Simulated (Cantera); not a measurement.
An adiabatic, constant-pressure homogeneous reactor starts with H2 : O2 : N2 = 1 : 0.2 : 0.752 (molar parts), at 1073 K and 0.430 bar.

Cantera simulation using the H2/O2 subset of GRI-Mech 3.0, which has no nitrogen chemistry; the numbers are that mechanism's predictions, not measurements.

x: mole fraction; the columns are a selection and need not sum to one.

```
t (s)     T (K)   x H2      x O2      x OH       x O    x H2O2     x HO2     x H2O
--------  -----  -----  --------  --------  --------  --------  --------  --------
6.00e-6    1073  0.512     0.102  1.20e-11  2.86e-11    <1e-12  6.59e-10  1.24e-10
1.38e-5    1073  0.512     0.102  3.87e-11  9.64e-11  4.19e-12   1.62e-9  8.85e-10
3.17e-5    1073  0.512     0.102  1.79e-10  4.54e-10  2.53e-11   4.71e-9   7.83e-9
7.29e-5    1073  0.512     0.102   2.62e-9   6.66e-9  2.64e-10   3.56e-8   1.62e-7
0.000167   1073  0.512     0.102       [?]       [?]       [?]       [?]       [?]
0.000385   1892  0.280  0.000513   0.00593   0.00158   9.43e-8   1.70e-7     0.207
0.000885   2245  0.313  0.000148   0.00487  0.000508   1.86e-8   6.52e-8     0.217
0.00203    2391  0.326       [?]       [?]       [?]       [?]       [?]     0.222
0.00468    2441  0.331   2.44e-5   0.00239   8.76e-5   4.64e-9   1.70e-8     0.223
0.0107     2447  0.332   2.24e-5   0.00230   8.05e-5   4.35e-9   1.58e-8     0.224
0.0247     2447  0.332   2.24e-5   0.00230   8.05e-5   4.35e-9   1.58e-8     0.224
0.0568     2447  0.332   2.24e-5   0.00230   8.05e-5   4.35e-9   1.58e-8     0.224
0.131      2447  0.332   2.24e-5   0.00230   8.05e-5   4.35e-9   1.58e-8     0.224
0.300      2447  0.332   2.24e-5   0.00230   8.05e-5   4.35e-9   1.58e-8     0.224
```

Fill in the missing entries.


- 0.000167, x OH: 9.67e-7
- 0.000167, x O: 2.31e-6
- 0.000167, x H2O2: 6.45e-8
- 0.000167, x HO2: 8.59e-6
- 0.000167, x H2O: 6.09e-5
- 0.00203, x O2: 4.75e-5
- 0.00203, x OH: 0.00317
- 0.00203, x O: 0.000168
- 0.00203, x H2O2: 7.56e-9
- 0.00203, x HO2: 2.95e-8
